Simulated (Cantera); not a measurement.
## Silicon epitaxy and polysilicon growth: SiHCl3 + H2

A closed system holds: 1 mol SiHCl3, 100 mol H2, equilibrated at 6700 Pa.

Cantera equilibrium calculation (NASA polynomials, part measured and part estimated; ideal gas, pure solids and liquids). Candidate condensed phases: Si; 19 gas species. The tables' values for SiCl3, SiCl are old estimates; treat these amounts as uncertain. Gases not in the tables: Si2H6 and higher silanes. The numbers say what is thermodynamically allowed, not how fast it happens.

```
T (°C)   x H2   x HCl  x SiCl2       x H   x SiCl3  n Si(s)  n Si(l)
------  -----  ------  -------  --------  --------  -------  -------
1025    0.973  0.0250  0.00171   4.08e-6  0.000127    0.794        0
1075    0.973  0.0252  0.00183   8.82e-6   9.02e-5    0.795        0
1125    0.973  0.0252  0.00193   1.80e-5   6.44e-5    0.792        0
1175    0.973  0.0252  0.00201   3.51e-5   4.68e-5    0.788        0
1225    0.973  0.0251  0.00208   6.55e-5   3.46e-5    0.783        0
1275    0.973  0.0250  0.00214  0.000117   2.60e-5    0.777        0
1325    0.973  0.0249  0.00220  0.000203   1.99e-5    0.772        0
1375    0.973  0.0248  0.00225  0.000339   1.54e-5    0.766        0
1425    0.972  0.0248  0.00227  0.000551   1.20e-5        0    0.763
1475    0.972  0.0250  0.00215  0.000870   9.03e-6        0    0.773
1525    0.971  0.0252  0.00203   0.00134   6.87e-6        0    0.780
```
x: gas mole fraction; n: condensed amount in mol.

From 1025 °C to 1375 °C the condensed part is Si(s). From 1425 °C to 1525 °C the condensed part is Si(l). The main Si-bearing gas is SiCl2 throughout. The share of Si in condensed phases is highest at 1075 °C (79.5 %) and lowest at 1425 °C (76.3 %).
